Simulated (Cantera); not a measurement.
Charge: 1 mol C2H6, 2.6 mol NH3, 2 mol H2, equilibrated at 750 °C.

These are equilibrium values from Cantera (NASA tables, ideal gas, pure condensed phases), not measurements of a reactor. Candidate condensed phases: C, C6H6, C7H8, C8H18; 92 gas species. Rates play no part.

**Question.** At 37.0 mbar, list the 3 most abundant gas species with their mole fractions, and the condensed phases.

**Answer.** H2 0.870, N2 0.128, CH4 0.00210. Condensed: C(graphite).
